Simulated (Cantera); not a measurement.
A perfectly stirred reactor is fed with CO : H₂ : O₂ : N₂ : H₂O = 1 : 0.047 : 0.523 : 1.97 : 0.074 (molar parts), at 5.00 bar; it is adiabatic with a 398 K inlet, and is followed from long to short residence time, starting on the burning branch (τ in s: 0.035, 0.013, 0.0051, 0.0019, 0.00072, 0.00027, 0.0001, 3.9e-05, 1.5e-05, 5.5e-06).

Model: GRI-Mech 3.0 (53 species, 325 reactions), integrated in Cantera. The hydrogen kinetics of GRI-Mech 3.0 are dated; newer H2 mechanisms differ, most at raised pressure.

Q: Predict: blow-out, bracketed by the residence times tried; x(CO) at τ = 35.0 ms; x(H₂) at τ = 35.0 ms; x(O₂) at τ = 35.0 ms; x(NO) at τ = 35.0 ms; x(HO₂) at τ = 35.0 ms; x(CO) at τ = 0.270 ms; x(H₂) at τ = 0.270 ms; x(O₂) at τ = 0.270 ms; x(NO) at τ = 0.270 ms; x(HO₂) at τ = 0.270 ms.

A: 
| Quantity | Value |
|---|---|
| blow-out, bracketed by the residence times tried | burning at 39.0 µs, out at 15.0 µs |
| x(CO) at τ = 35.0 ms | 0.0336 |
| x(H₂) at τ = 35.0 ms | 0.000710 |
| x(O₂) at τ = 35.0 ms | 0.0142 |
| x(NO) at τ = 35.0 ms | 0.00385 |
| x(HO₂) at τ = 35.0 ms | 1.54e-6 |
| x(CO) at τ = 0.270 ms | 0.0770 |
| x(H₂) at τ = 0.270 ms | 0.00185 |
| x(O₂) at τ = 0.270 ms | 0.0362 |
| x(NO) at τ = 0.270 ms | 0.000198 |
| x(HO₂) at τ = 0.270 ms | 1.25e-5 |
